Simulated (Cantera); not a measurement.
An adiabatic, constant-volume homogeneous reactor starts with CH₄ : C₂H₆ : C₃H₈ : O₂ : N₂ = 1 : 0.16 : 0.49 : 15.7 : 58.9 (molar parts), equivalence ratio 0.32, at 1600 K and 4280 Torr. Integrator tolerance rtol = 1e-08.

Computed with Cantera and GRI-Mech 3.0 (53 species, 325 reactions). GRI-Mech 3.0 was tuned for natural gas; its chemistry of propane as a main component is partial and can be far from experiment.

Task: What does this change do: pressure from 4280 Torr to 10500 Torr?

Result: 
```
quantity                                                            before                                      after
---------------------------------  ---------------------------------------  -----------------------------------------
time of steepest temperature rise                                  13.1 µs                                    8.10 µs
temperature at 2.00 s                                               2412 K                                     2422 K
equilibrium temperature                                             2412 K                                     2422 K
x(CH₄) at 2.00 s                     <1e-12 (gas-phase equilibrium <1e-12)      <1e-12 (gas-phase equilibrium <1e-12)
x(C₂H₆) at 2.00 s                    <1e-12 (gas-phase equilibrium <1e-12)      <1e-12 (gas-phase equilibrium <1e-12)
x(C₃H₈) at 2.00 s                    <1e-12 (gas-phase equilibrium <1e-12)      <1e-12 (gas-phase equilibrium <1e-12)
x(CO₂) at 2.00 s                     0.0355 (gas-phase equilibrium 0.0355)      0.0357 (gas-phase equilibrium 0.0357)
x(H) at 2.00 s                     8.18e-5 (gas-phase equilibrium 8.18e-5)    4.46e-5 (gas-phase equilibrium 4.46e-5)
x(O) at 2.00 s                     0.00114 (gas-phase equilibrium 0.00114)  0.000763 (gas-phase equilibrium 0.000763)
```
The pressure lies above the range GRI-Mech 3.0 was tuned for (to about 10 atm).

Task: What does this change do: constant pressure in place of constant volume?

Result: 
| quantity | before | after |
|---|---|---|
| time of steepest temperature rise | 13.1 µs | 14.2 µs |
| temperature at 2.00 s | 2412 K | 2257 K |
| equilibrium temperature | 2412 K | 2257 K |
| x(CH₄) at 2.00 s | <1e-12 (gas-phase equilibrium <1e-12) | <1e-12 (gas-phase equilibrium <1e-12) |
| x(C₂H₆) at 2.00 s | <1e-12 (gas-phase equilibrium <1e-12) | <1e-12 (gas-phase equilibrium <1e-12) |
| x(C₃H₈) at 2.00 s | <1e-12 (gas-phase equilibrium <1e-12) | <1e-12 (gas-phase equilibrium <1e-12) |
| x(CO₂) at 2.00 s | 0.0355 (gas-phase equilibrium 0.0355) | 0.0359 (gas-phase equilibrium 0.0359) |
| x(H) at 2.00 s | 8.18e-5 (gas-phase equilibrium 8.18e-5) | 3.34e-5 (gas-phase equilibrium 3.34e-5) |
| x(O) at 2.00 s | 0.00114 (gas-phase equilibrium 0.00114) | 0.000591 (gas-phase equilibrium 0.000591) |
